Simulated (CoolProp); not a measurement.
Propane at several states: fugacity coefficient from the reference equation and from simpler models built on Tc = 96.7 °C, pc = 4.251 MPa, ω = 0.152; each cubic takes its own stable root.

Model: reference Helmholtz-energy equation of state, Lemmon 2009, in CoolProp.

```json
[
 {"T (°C)": "-6.45", "p (MPa)": "13.1", "phase": "liquid", "reference": "0.04288", "van der Waals": "0.1255", "Soave-Redlich-Kwong": "0.04437", "Peng-Robinson": "0.04160"},
 {"T (°C)": "15.55", "p (MPa)": "3.28", "phase": "liquid", "reference": "0.2159", "van der Waals": "0.4009", "Soave-Redlich-Kwong": "0.2205", "Peng-Robinson": "0.2144"},
 {"T (°C)": "208.45", "p (MPa)": "24.8", "phase": "supercritical", "reference": "0.5462", "van der Waals": "0.5290", "Soave-Redlich-Kwong": "0.5886", "Peng-Robinson": "0.5321"}
]
```
